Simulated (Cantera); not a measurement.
## Stirred combustor or abatement burner

A perfectly stirred reactor is fed with CH₄ : O₂ : N₂ = 1 : 2.82 : 10.6 (molar parts), at 0.390 bar; it is adiabatic with a 400 K inlet, and is followed from long to short residence time, starting on the burning branch (τ in s: 0.021, 0.012, 0.0065, 0.0036, 0.002, 0.0011, 0.00062, 0.00035, 0.00019, 0.00011, 6e-05, 3.3e-05, 1.8e-05).

Computed with Cantera and GRI-Mech 3.0 (53 species, 325 reactions).

```tsv
τ (s)	T (K)	x CH₄	x O₂	x CH₂O	x C₂H	x NO	x CH₂	x H
0.021	1868	2.66e-5	0.0576	3.69e-6	3.70e-12	4.02e-5	3.50e-7	0.000702
0.012	1846	3.89e-5	0.0581	5.31e-6	5.63e-12	3.23e-5	4.89e-7	0.00111
0.0065	1817	6.00e-5	0.0589	7.95e-6	9.03e-12	2.57e-5	6.87e-7	0.00176
0.0036	1782	9.38e-5	0.0599	1.19e-5	1.47e-11	2.09e-5	9.38e-7	0.00264
0.0020	1742	0.000152	0.0612	1.82e-5	2.53e-11	1.67e-5	1.28e-6	0.00374
0.0011	1695	0.000262	0.0631	2.91e-5	4.79e-11	1.27e-5	1.78e-6	0.00498
0.00062	1644	0.000477	0.0660	4.87e-5	9.85e-11	8.98e-6	2.58e-6	0.00600
0.00035	1581	0.00100	0.0710	9.17e-5	2.43e-10	5.35e-6	4.20e-6	0.00624
0.00019	400	0.0693	0.196	<1e-12	<1e-12	<1e-12	<1e-12	<1e-12
0.00011	400	0.0693	0.196	<1e-12	<1e-12	<1e-12	<1e-12	<1e-12
6.0e-5	400	0.0693	0.196	<1e-12	<1e-12	<1e-12	<1e-12	<1e-12
3.3e-5	400	0.0693	0.196	<1e-12	<1e-12	<1e-12	<1e-12	<1e-12
1.8e-5	400	0.0693	0.196	<1e-12	<1e-12	<1e-12	<1e-12	<1e-12
```
x: mole fraction; the columns are a selection and need not sum to one.
